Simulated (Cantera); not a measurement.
Charge: 1 mol toluene, 0.74 mol CO₂, 0.51 mol H₂, equilibrated at 28.0 Pa.

Method: chemical equilibrium by Gibbs-energy minimisation in Cantera with the NASA 1993 tables (ideal gas, pure condensed phases). Candidate condensed phases: C, C₆H₆, C₇H₈, C₈H₁₈, H₂O; 131 gas species. Ions and electrons are included (thermal ionisation). Rates play no part.

### Question
Which condensed phases are stable at each of these points (T (°C)): 2227, 2477, 2727, 2977, 3227, 3477, 3727, 3977, 4227, 4477, 4727?

### Answer
```json
[
 {"T (°C)": "2227", "condensed phases": "C(graphite)", "C condensed (%)": "79.6"},
 {"T (°C)": "2477", "condensed phases": "C(graphite)", "C condensed (%)": "50.2"},
 {"T (°C)": "2727", "condensed phases": "gas only", "C condensed (%)": "0.0"},
 {"T (°C)": "2977", "condensed phases": "gas only", "C condensed (%)": "0.0"},
 {"T (°C)": "3227", "condensed phases": "gas only", "C condensed (%)": "0.0"},
 {"T (°C)": "3477", "condensed phases": "gas only", "C condensed (%)": "0.0"},
 {"T (°C)": "3727", "condensed phases": "gas only", "C condensed (%)": "0.0"},
 {"T (°C)": "3977", "condensed phases": "gas only", "C condensed (%)": "0.0"},
 {"T (°C)": "4227", "condensed phases": "gas only", "C condensed (%)": "0.0"},
 {"T (°C)": "4477", "condensed phases": "gas only", "C condensed (%)": "0.0"},
 {"T (°C)": "4727", "condensed phases": "gas only", "C condensed (%)": "0.0"}
]
```

From 2227 °C to 2477 °C the condensed part is C(graphite). From 2727 °C to 4727 °C nothing is condensed.
